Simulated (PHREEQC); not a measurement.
Dissolve 0.0068 mol/kgw H3BO3, 0.00022 mol/kgw Na2B4O7 and 5.4e-05 mol/kgw KCl at 72 °C and 10 atm. Closed to the air; pH follows from the charge balance.

All values are PHREEQC results (Pitzer model, pitzer.dat), not measurements.

```json
[
 {"quantity": "pH", "before": "7.98", "after": "7.70"},
 {"quantity": "ionic strength (mol/kgw)", "before": "0.000494", "after": "0.000274"},
 {"quantity": "B(OH)3 (mol/kgw)", "before": "0.00726", "after": "0.00703"},
 {"quantity": "B3O3(OH)4- (mol/kgw)", "before": "1.15e-6", "after": "5.41e-7"},
 {"quantity": "SI of Halite (NaCl)", "before": "-9.27", "after": "-9.56"}
]
```

Name the change that produced these shifts.
A. H3BO3 left out
B. temperature from 72 to 90 °C
C. temperature from 72 to 30 °C
D. Na2B4O7 from 0.00022 to 0.00011 mol/kgw

D, Na2B4O7 from 0.00022 to 0.00011 mol/kgw

No solid was allowed to form. Away from 25 °C the constants follow the database's enthalpies or fits; those with neither stay at their 25 °C values.
